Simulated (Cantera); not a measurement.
A freely propagating, adiabatic, planar premixed flame of CH4 : CO : O2 : N2 = 1 : 0.042 : 2.43 : 9.16 (molar parts), unburnt at 425 K and 0.987 atm; mixture-averaged transport, grid criteria slope 0.08 and curve 0.16, no radiation.

Model: GRI-Mech 3.0 (53 species, 325 reactions), integrated in Cantera. Burning velocities carry a grid error of a few per cent, more on coarse grids.

Task: How do the results move with these cheaper or finer settings: unity-Lewis-number transport; multicomponent transport; multicomponent+Soret transport; grid criteria slope 0.5, curve 1; grid criteria slope 0.25, curve 0.5; grid criteria slope 0.03, curve 0.06?

Result: 
```csv
setting,laminar burning velocity,thermal thickness,peak x(C2H6),grid points,grid points
as above,56.7 cm/s,0.430 mm,0.000633,142,142
unity-Lewis-number transport,47.4 cm/s,0.448 mm,0.000485,136,136
multicomponent transport,57.1 cm/s,0.436 mm,0.000649,143,143
multicomponent+Soret transport,56.0 cm/s,0.439 mm,0.000625,143,143
"grid criteria slope 0.5, curve 1",61.6 cm/s,0.466 mm,0.000660,39,39
"grid criteria slope 0.25, curve 0.5",58.8 cm/s,0.442 mm,0.000638,57,57
"grid criteria slope 0.03, curve 0.06",55.9 cm/s,0.428 mm,0.000638,332,332
```
The base run took very roughly 8 core-seconds.
Unity Lewis numbers drop preferential diffusion, which matters most where H2 and H carry the flame; Soret adds thermal diffusion.
